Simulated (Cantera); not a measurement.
# Catalytic stagnation flow on Pt

A jet of H₂ : O₂ : N₂ = 0.016 : 0.16 : 0.79 (molar parts) at 300 K and 0.300 bar hits a platinum plate 4.8 cm away at a mass flux of 0.08 kg/m²/s; the plate temperature is set and raised in steps from an oxygen-covered start.

Computed with Cantera and Deutschmann's 1995 Pt surface mechanism with GRI-Mech 3.0 gas chemistry. Catalytic surfaces can have several steady states; this one follows from the mechanism file's or the stated starting coverage.

```
plate T (K)  wall x H₂  wall x O₂  wall x H₂O  wall x OH  θ free Pt   θ O*    θ OH*
-----------  ---------  ---------  ----------  ---------  ---------  -----  -------
600            0.00168      0.150      0.0291      <1e-8     0.0184  0.976  0.00546
650            0.00165      0.150      0.0289      <1e-8     0.0196  0.977  0.00368
700            0.00150      0.150      0.0290      <1e-8     0.0227  0.975  0.00274
750            0.00112      0.149      0.0296      <1e-8     0.0325  0.965  0.00239
800           0.000715      0.149      0.0302      <1e-8     0.0541  0.944  0.00231
```
x: mole fraction at the wall; θ: surface coverage.
